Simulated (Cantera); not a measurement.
Feed: 1 mol Zr, 0.011 mol H₂O, 0.4 mol N₂, equilibrated at 1773.15 K and 11.0 mbar.

These are equilibrium values from Cantera (NASA tables, ideal gas, pure condensed phases), not measurements of a reactor. Candidate condensed phases: H₂O, Zr, ZrN, ZrO₂; 28 gas species. Mutual solubility and eutectic melting of coexisting phases are not modelled. ZrN: taken at fixed stoichiometry. Condensed phases not in the tables: solid solutions among these carbides, nitrides and lower oxides, N, O or C dissolved in the metal. The numbers say what is thermodynamically allowed, not how fast it happens.

Base state: H₂ 0.997, H 0.00271 (mole fractions); condensed: Zr(β) + ZrN(s) + ZrO₂(tetragonal).

What changes in the equilibrium state with this change: temperature from 1773.15 K to 2223 K?


| species | before | after |
|---|---|---|
| H₂ | 0.997 | 0.941 |
| H | 0.00271 | 0.0592 |
| ZrO | 4.16e-8 | 0.000184 |
| Zr(β), mol | 0.195 | 0 |
| ZrN(s), mol | 0.800 | 0.800 |
| ZrO₂(tetragonal), mol | 0.00550 | 0.00550 |
| Zr(l), mol | 0 | 0.194 |

What changes in the equilibrium state with this change: temperature from 1773.15 K to 1473.15 K?


| species | before | after |
|---|---|---|
| H₂ | 0.997 | 1.000 |
| H | 0.00271 | 0.000121 |
| Zr(β), mol | 0.195 | 0.195 |
| ZrN(s), mol | 0.800 | 0.800 |
| ZrO₂(tetragonal), mol | 0.00550 | 0 |
| ZrO₂(monoclinic), mol | 0 | 0.00550 |
